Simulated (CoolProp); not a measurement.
Properties of R123 along the isotherm 434.1 K.

Model: reference Helmholtz-energy equation of state, Younglove 1994, in CoolProp. It is a modified Benedict-Webb-Rubin equation, recast in Helmholtz form.

| p (MPa) | phase | cv (kJ/(kg K)) | speed of sound (m/s) | Joule-Thomson coefficient (K/MPa) | viscosity (µPa s) |
|---|---|---|---|---|---|
| 1.14 | gas | 0.7851 | 139.4 | 13.64 | 15.5 |
| 2.29 | gas | 0.8354 | 109.0 | 19.22 | 17.3 |
| 3.43 | liquid | 0.8401 | 228.2 | 1.321 | 103 |
| 4.58 | liquid | 0.8336 | 260.3 | 0.9137 | 111 |
| 5.72 | liquid | 0.8293 | 286.0 | 0.6757 | 118 |
| 6.87 | liquid | 0.8262 | 308.0 | 0.5131 | 123 |
| 8.01 | liquid | 0.8239 | 327.3 | 0.3951 | 129 |
| 9.15 | liquid | 0.8221 | 344.7 | 0.3039 | 133 |
| 10.3 | liquid | 0.8207 | 360.8 | 0.2303 | 138 |
| 11.4 | liquid | 0.8196 | 375.0 | 0.1723 | 142 |
| 12.6 | liquid | 0.8187 | 389.5 | 0.1193 | 147 |
| 13.7 | liquid | 0.8179 | 401.9 | 0.07777 | 151 |
| 14.9 | liquid | 0.8173 | 414.7 | 0.03864 | 155 |
| 16 | liquid | 0.8169 | 425.9 | 0.007260 | 159 |
| 17.2 | liquid | 0.8165 | 437.5 | -0.02298 | 163 |
| 18.3 | liquid | 0.8162 | 447.6 | -0.04766 | 166 |

Viscosity comes from a separate model (Tanaka 1996).
